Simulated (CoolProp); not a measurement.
Properties of cyclohexane along the isobar 9.37 MPa.

Values from CoolProp's reference Helmholtz-energy equation of state, Zhou 2014.

```
T (K)          phase  viscosity (µPa s)  fugacity coefficient
-----  -------------  -----------------  --------------------
475.5         liquid                159                0.1610
496.1         liquid                137                0.2065
516.8         liquid                118                0.2572
537.4         liquid                101                0.3115
558.1  supercritical               85.5                0.3686
578.7  supercritical               71.0                0.4262
599.4  supercritical               57.2                0.4828
620    supercritical               44.6                0.5355
```

Viscosity comes from a separate model (Tariq 2014).
